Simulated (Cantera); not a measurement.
Input: 1 mol Cr, 9.2 mol H₂O, 56 mol H₂, equilibrated at 1823.15 K.

Method: chemical equilibrium by Gibbs-energy minimisation in Cantera with the NASA 1993 tables (ideal gas, pure condensed phases). Candidate condensed phases: Cr, Cr₂O₃, H₂O; 13 gas species. Equilibrium is a limit: real reactors are often held back by kinetics, nucleation or transport.

x: gas mole fraction; n: condensed amount in mol.

```json
[
 {"P (Pa)": "0.100", "x H₂": "0.551", "x H": "0.322", "x H₂O": "0.108", "x Cr": "0.0113", "x OH": "0.00439", "n Cr₂O₃(s)": "0"},
 {"P (Pa)": "2.50", "x H₂": "___", "x H": "___", "x H₂O": "___", "x Cr": "___", "x OH": "___", "n Cr₂O₃(s)": "0"},
 {"P (Pa)": "63", "x H₂": "0.861", "x H": "___", "x H₂O": "0.120", "x Cr": "___", "x OH": "___", "n Cr₂O₃(s)": "___"},
 {"P (Pa)": "1600", "x H₂": "0.879", "x H": "0.00321", "x H₂O": "0.118", "x Cr": "9.91e-5", "x OH": "3.01e-5", "n Cr₂O₃(s)": "0.497"},
 {"P (Pa)": "40000", "x H₂": "0.881", "x H": "0.000644", "x H₂O": "0.118", "x Cr": "3.98e-6", "x OH": "6.00e-6", "n Cr₂O₃(s)": "0.500"},
 {"P (Pa)": "1000000", "x H₂": "0.882", "x H": "0.000129", "x H₂O": "0.118", "x Cr": "1.59e-7", "x OH": "1.20e-6", "n Cr₂O₃(s)": "0.500"}
]
```

**Question.** Fill in the missing entries.

**Answer.** 
- 2.50, x H₂: 0.777
- 2.50, x H: 0.0765
- 2.50, x H₂O: 0.131
- 2.50, x Cr: 0.0132
- 2.50, x OH: 0.000899
- 63, x H: 0.0160
- 63, x Cr: 0.00237
- 63, x OH: 0.000156
- 63, n Cr₂O₃(s): 0.416
